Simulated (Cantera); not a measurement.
A perfectly stirred reactor is fed with CH4 : O2 : N2 = 1 : 1.43 : 5.37 (molar parts), equivalence ratio 1.4, at 1.50 bar; it is adiabatic with a 650 K inlet, and is followed from long to short residence time, starting on the burning branch (τ in s: 0.43, 0.13, 0.037, 0.011, 0.0032, 0.00094, 0.00028, 8.1e-05, 2.4e-05).

Detailed kinetics in Cantera: GRI-Mech 3.0 (53 species, 325 reactions).

### Question
What does this change do: inlet temperature 650 to 575 K?

### Answer
```tsv
quantity	before	after
blow-out, bracketed by the residence times tried	burning at 0.280 ms, out at 81.0 µs	burning at 0.280 ms, out at 81.0 µs
x(CH4) at τ = 0.430 s	1.01e-5	1.83e-5
x(O2) at τ = 0.430 s	2.46e-5	2.16e-5
x(C2H4) at τ = 0.430 s	1.05e-9	2.91e-9
x(CH3) at τ = 0.430 s	4.29e-6	6.31e-6
x(HCN) at τ = 0.430 s	1.43e-6	2.12e-6
x(CH4) at τ = 3.20 ms	0.000170	0.000271
x(O2) at τ = 3.20 ms	0.000611	0.000715
x(C2H4) at τ = 3.20 ms	6.08e-7	1.47e-6
x(CH3) at τ = 3.20 ms	0.000131	0.000183
x(HCN) at τ = 3.20 ms	6.50e-5	9.19e-5
```
